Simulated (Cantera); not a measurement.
Charge: 1 mol Al, 0.31 mol O2, 1.6 mol H2, at 10000 Pa.

Cantera equilibrium calculation (NASA polynomials, part measured and part estimated; ideal gas, pure solids and liquids). Candidate condensed phases: Al, Al2O3, H2O; 19 gas species. Mutual solubility and eutectic melting of coexisting phases are not modelled. The numbers say what is thermodynamically allowed, not how fast it happens.

Problem. Which condensed phases are stable at each of these points (T (°C)): 525, 625, 725, 825, 925, 1025, 1125, 1225, 1325, 1425, 1525, 1625, 1725, 1825?

Solution. 
| T (°C) | condensed phases | Al condensed (%) |
|---|---|---|
| 525 | Al(s) + Al2O3(s) | 100.0 |
| 625 | Al(s) + Al2O3(s) | 100.0 |
| 725 | Al(l) + Al2O3(s) | 100.0 |
| 825 | Al(l) + Al2O3(s) | 100.0 |
| 925 | Al(l) + Al2O3(s) | 100.0 |
| 1025 | Al(l) + Al2O3(s) | 100.0 |
| 1125 | Al(l) + Al2O3(s) | 100.0 |
| 1225 | Al(l) + Al2O3(s) | 99.9 |
| 1325 | Al(l) + Al2O3(s) | 99.7 |
| 1425 | Al(l) + Al2O3(s) | 98.6 |
| 1525 | Al(l) + Al2O3(s) | 94.3 |
| 1625 | Al(l) + Al2O3(s) | 79.4 |
| 1725 | Al(l) + Al2O3(s) | 26.3 |
| 1825 | Al2O3(s) | 19.5 |

From 525 °C to 625 °C the condensed part is Al(s) + Al2O3(s). From 725 °C to 1725 °C the condensed part is Al(l) + Al2O3(s). At 1825 °C the condensed part is Al2O3(s).
